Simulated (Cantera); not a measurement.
An isothermal, constant-pressure homogeneous reactor starts with NH3 : N2 = 1 : 4 (molar parts), at 2300 K and 13300 Pa.

Detailed kinetics in Cantera: the gas-phase N/H chemistry of the illustrative SiF4/NH3 mechanism in the Surface Chemkin manual (1991). Walls and surfaces, which speed up NH3 decomposition in real reactors, are not modelled.

x: mole fraction; the columns are a selection and need not sum to one.

```csv
t (s),x NH3,x N2H2,x H,x H2,x NH,x N2H4
2.00e-6,0.200,3.18e-11,4.05e-6,5.56e-6,?,1.51e-12
5.80e-6,0.200,6.34e-10,4.62e-6,2.33e-5,?,1.88e-11
1.68e-5,0.200,8.06e-9,4.65e-6,7.63e-5,?,1.83e-10
4.89e-5,0.199,9.30e-8,4.89e-6,0.000233,?,1.58e-9
0.000142,0.198,1.00e-6,7.81e-6,0.000783,?,1.19e-8
0.000411,0.195,4.10e-6,2.57e-5,0.00387,?,3.96e-8
0.00119,0.186,4.40e-6,6.89e-5,0.0160,?,3.34e-8
0.00346,0.161,3.52e-6,0.000162,0.0478,5.47e-5,1.96e-8
0.0101,0.107,2.12e-6,0.000374,0.115,5.53e-5,8.79e-9
0.0292,0.0360,6.09e-7,0.000865,0.204,?,1.74e-9
0.0846,0.00150,1.96e-8,0.00281,0.246,?,2.20e-11
0.246,2.45e-6,3.25e-12,0.0113,0.243,?,<1e-12
0.713,2.68e-7,<1e-12,0.0131,0.242,?,<1e-12
2.07,1.80e-7,<1e-12,0.0131,0.242,3.68e-8,<1e-12
6.00,1.79e-7,<1e-12,0.0131,0.242,3.66e-8,<1e-12
```

**Question.** What belongs in the gaps?

**Answer.** 
- 2.00e-6, x NH: 1.11e-9
- 5.80e-6, x NH: 1.53e-8
- 1.68e-5, x NH: 1.72e-7
- 4.89e-5, x NH: 1.85e-6
- 0.000142, x NH: 1.25e-5
- 0.000411, x NH: 3.32e-5
- 0.00119, x NH: 4.55e-5
- 0.0292, x NH: 4.02e-5
- 0.0846, x NH: 1.33e-5
- 0.246, x NH: 3.70e-7
- 0.713, x NH: 5.48e-8
